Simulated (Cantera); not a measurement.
A Cantera script and what it prints.

```python
import numpy as np
import cantera as ct

gas_names = """
    B BCL BCL2 BCL3 BH BH2 BH3 BN B2 CL CL2 H HCL H2 N NH NH2 NH3 N2 N2H2 N2H4
""".split()
cond_names = """
    B(b) B(L) BN(s) NH4CL(a) NH4CL(b)
""".split()


def load(file, names, dense=False):
    # The tables refer to 1 bar. Condensed volumes are neglected.
    table = {s.name: s for s in ct.Species.list_from_file(file)}
    out = []
    for n in names:
        d = dict(table[n].input_data)
        d["thermo"] = dict(d["thermo"], **{"reference-pressure": 1e5})
        if dense:
            d["equation-of-state"] = {"model": "constant-volume", "density": "1e6 g/cm^3"}
        out.append(ct.Species.from_dict(d))
    return out


gas = ct.Solution(thermo="ideal-gas", species=load("nasa_gas.yaml", gas_names))
cond = {s.name: ct.Solution(thermo="fixed-stoichiometry", species=[s], name=s.name)
        for s in load("nasa_condensed.yaml", cond_names, dense=True)}
atoms = {
    'BN': {'B': 1, 'N': 1},
    'HCl': {'H': 1, 'CL': 1},
    'N2': {'N': 2},
}
top_T = {'BN(s)': 3200}  # K; cautious upper limits of use, not melting points


def equilibrate(T, P, feed):
    n = {}
    for name, mol in feed.items():
        for a, k in atoms[name].items():
            n[a] = n.get(a, 0.0) + k * mol
    gas.TPX = T, P, n
    mass = sum(n.values()) * gas.mean_molecular_weight
    gas.equilibrate("TP")
    valid = [c for c in cond.values() if c.min_temp <= T <= top_T.get(c.name, c.max_temp)]
    mix = ct.Mixture([(gas, mass / gas.mean_molecular_weight)] + [(c, 0.0) for c in valid])
    mix.T, mix.P = T, P
    mix.equilibrate("TP", solver="vcs", rtol=1e-11, max_steps=5000)
    return mix


results = []
feed = {'BN': 1, 'HCl': 83, 'N2': 2.7}  # mol
T = 1648.15  # K
P = 1000  # Pa
mix = equilibrate(T, P, feed)
results.append((T, P, feed, dict(zip(mix.species_names, mix.species_moles))))
x = sorted(zip(gas.X, gas.species_names), reverse=True)
print(f"T = {T:g} K  P = {P:g} Pa  gas = {mix.phase_moles(0):.4g} mol")
print("   x: " + "  ".join(f"{s} {v:.3e}" for v, s in x if v > 0.001))
print("   condensed (mol): " + ("  ".join(f"{mix.phase(i).name} {mix.phase_moles(i):.4g}"
      for i in range(1, mix.n_phases) if mix.phase_moles(i) > 1e-12) or "none"))
```

Output:

```
T = 1648.15 K  P = 1000 Pa  gas = 85.91 mol
   x: HCL 9.267e-01  N2 3.725e-02  H2 1.963e-02  BCL3 1.148e-02  CL 4.626e-03
   condensed (mol): none
```

Cantera equilibrium calculation (NASA polynomials, part measured and part estimated; ideal gas, pure solids and liquids). The tables' values for BCl2, BCl are old estimates; treat these amounts as uncertain. Gases not in the tables: BHCl2.
